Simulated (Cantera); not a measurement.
Charge: 1 mol SiCl₄, 63 mol H₂, at 1827 °C.

Method: chemical equilibrium by Gibbs-energy minimisation in Cantera with the NASA 1993 tables (ideal gas, pure condensed phases). Candidate condensed phases: Si; 19 gas species. The tables' values for SiCl, SiCl₃ are old estimates; treat these amounts as uncertain. Gases not in the tables: Si₂H₆ and higher silanes. Rates play no part.

log p: log10 of the partial pressure in bar; n: condensed amount in mol.

```csv
P (Pa),log p H₂,log p H,log p HCl,log p Si,log p SiCl₂,log p Cl,log p SiCl,n Si(l)
100,-3.08,-4.04,-4.28,-4.88,-6.17,-5.39,-6.36,0
270,-2.63,-3.82,-3.85,-4.49,-5.35,-5.17,-5.75,0
720,…,…,…,…,…,…,-5.21,0
1900,-1.76,-3.39,-3.04,-3.87,-3.99,-4.80,-4.76,0.0586
5200,…,…,…,-3.87,…,…,-4.54,…
14000,-0.88,-2.95,-2.16,-3.87,-3.11,-4.36,-4.32,0.524
37000,-0.46,-2.74,-1.74,-3.87,-2.68,-4.15,-4.11,0.575
100000,-0.03,-2.52,-1.30,-3.87,-2.25,-3.93,-3.89,0.596
```

Task: Fill in the missing entries.

Result: 
- 5200, log p H₂: -1.32
- 5200, log p H: -3.16
- 5200, log p HCl: -2.60
- 5200, log p SiCl₂: -3.54
- 5200, log p Cl: -4.58
- 5200, n Si(l): 0.396
- 720, log p H₂: -2.19
- 720, log p H: -3.60
- 720, log p HCl: -3.44
- 720, log p Si: -4.14
- 720, log p SiCl₂: -4.62
- 720, log p Cl: -4.98
